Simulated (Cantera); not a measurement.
## Reactions in the system C-F

Standard-state values (1 bar) from the NASA 1993 polynomials, evaluated with Cantera. Values are per mole of reaction as written; species without (g) are pure solids or liquids, kept so even where they would boil at 1 bar. The tables' values for C2F4 are old estimates.

2 C + 4 CF3(g) = 3 C2F4(g)

```tsv
T (K)	ΔH° (kJ)	ΔS° (J/K)	ΔG° (kJ)	log10 K
300	-94.5	-171.5	-43.0	7.49
1500	-75.9	-144.2	140.4	-4.89
1650	-73.9	-142.9	161.9	-5.13
1800	-71.9	-141.8	183.2	-5.32
1950	-69.9	-140.7	204.4	-5.48
2100	-68.0	-139.7	225.5	-5.61
```
